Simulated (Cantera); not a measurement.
An isothermal, constant-pressure homogeneous reactor starts with 1.33 % CH₄, 98.7 % N₂, at 1523 K and 3000 Pa.

Model: GRI-Mech 3.0 (53 species, 325 reactions), integrated in Cantera. GRI-Mech 3.0 stops at C3 and has no aromatics, soot or wall deposition, so with more carbon than oxygen in the feed, carbon stays in small species such as C2H2 where larger ones or solid carbon would form. Radical loss at walls, strong at low pressure, is not modelled.

x: mole fraction; the columns are a selection and need not sum to one.

| t (s) | x CH₄ | x C₂H₆ | x CH₂ | x C₂H | x C₂H₂ | x H |
|---|---|---|---|---|---|---|
| 7.00e-6 | 0.0133 | <1e-12 | <1e-12 | <1e-12 | <1e-12 | [?] |
| 2.54e-5 | 0.0133 | <1e-12 | <1e-12 | <1e-12 | <1e-12 | [?] |
| 9.21e-5 | 0.0133 | <1e-12 | <1e-12 | <1e-12 | <1e-12 | [?] |
| 0.000334 | 0.0133 | <1e-12 | <1e-12 | <1e-12 | <1e-12 | 2.27e-8 |
| 0.00121 | 0.0133 | 4.98e-12 | 1.40e-12 | <1e-12 | <1e-12 | 2.42e-8 |
| 0.00439 | 0.0133 | 2.41e-10 | 1.32e-11 | <1e-12 | <1e-12 | 2.43e-8 |
| 0.0159 | 0.0133 | 8.73e-9 | 1.40e-10 | <1e-12 | 1.82e-10 | 2.52e-8 |
| 0.0578 | 0.0133 | 1.98e-7 | 1.60e-9 | <1e-12 | 3.22e-8 | [?] |
| 0.210 | 0.0132 | 2.69e-6 | 1.59e-8 | 1.81e-11 | 5.54e-6 | [?] |
| 0.760 | 0.0111 | 9.78e-6 | 6.17e-8 | 1.09e-9 | 0.000563 | [?] |
| 2.76 | 0.00617 | 2.66e-6 | 3.69e-8 | 4.80e-9 | 0.00338 | [?] |
| 10.0 | 0.00214 | 3.90e-7 | 1.80e-8 | 8.60e-9 | 0.00549 | [?] |

**Question.** Fill in the missing entries.

**Answer.** 
- 7.00e-6, x H: 1.37e-9
- 2.54e-5, x H: 4.59e-9
- 9.21e-5, x H: 1.29e-8
- 0.0578, x H: 3.80e-8
- 0.210, x H: 2.10e-7
- 0.760, x H: 2.41e-6
- 2.76, x H: 6.83e-6
- 10.0, x H: 1.19e-5
